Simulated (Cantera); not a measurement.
Input: 1 mol S, 0.031 mol SO2, 0.55 mol H2, 0.1 mol H2O, at 3398.15 K and 1130 Torr.

Cantera equilibrium calculation (NASA polynomials, part measured and part estimated; ideal gas, pure solids and liquids). Equilibrium is a limit: real reactors are often held back by kinetics, nucleation or transport.

| species | before | after |
|---|---|---|
| H | 0.190 | 0.422 |
| S | 0.221 | 0.372 |
| H2 | 0.251 | 0.0820 |
| H2O | 0.0236 | 0.00315 |
| O | 0.00348 | 0.0213 |
| S2 | 0.146 | 0.0275 |
| SH | 0.0834 | 0.0207 |
| SO | 0.0629 | 0.0433 |
| H2S | 0.00740 | 0.000272 |
| S2O | 0.000602 | 4.65e-5 |
| SO2 | 0.00336 | 0.000944 |
| O2 | 0.000127 | 0.000317 |
| OH | 0.00779 | 0.00705 |
Gas species are given as mole fractions.

Name the change that produced these shifts.
A. pressure from 1130 Torr to 7.50 Torr
B. pressure from 1130 Torr to 75.0 Torr
C. H2O from 0.1 to 0.039 mol
D. pressure from 1130 Torr to 90000 Torr

B, pressure from 1130 Torr to 75.0 Torr
